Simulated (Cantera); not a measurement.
# Gas-phase reforming

An isothermal, constant-pressure homogeneous reactor starts with CH₄ : H₂O = 1 : 0.33 (molar parts), at 2075 K and 7500 Torr.

Detailed kinetics in Cantera: GRI-Mech 3.0 (53 species, 325 reactions). GRI-Mech 3.0 stops at C3 and has no aromatics, soot or wall deposition, so with more carbon than oxygen in the feed, carbon stays in small species such as C2H2 where larger ones or solid carbon would form.

```
t (s)      x CH₄    x H₂O  x C₂H₂    x HCO     x CH₃
--------  ------  -------  ------  -------  --------
8.00e-5    0.112    0.150   0.171  9.59e-8   0.00233
0.000220  0.0554    0.130   0.182  7.08e-8   0.00116
0.000606  0.0338    0.103   0.174  9.51e-8  0.000703
0.00167   0.0279   0.0635   0.152  1.59e-7  0.000564
0.00459   0.0236   0.0227   0.128  2.34e-7  0.000463
0.0126    0.0213  0.00226   0.116  2.74e-7  0.000411
0.0348    0.0210  1.28e-5   0.115  2.78e-7  0.000405
0.0959    0.0210  7.14e-6   0.115  2.78e-7  0.000405
0.264     0.0210  7.14e-6   0.115  2.78e-7  0.000405
0.727     0.0210  7.14e-6   0.115  2.78e-7  0.000405
2.00      0.0210  7.14e-6   0.115  2.78e-7  0.000405
```
x: mole fraction; the columns are a selection and need not sum to one.

Equilibrium at this temperature and pressure: CH₄ 0.0210, H₂O 7.20e-6, C₂H₂ 0.115, HCO 2.78e-7, CH₃ 0.000405 (gas phase only).
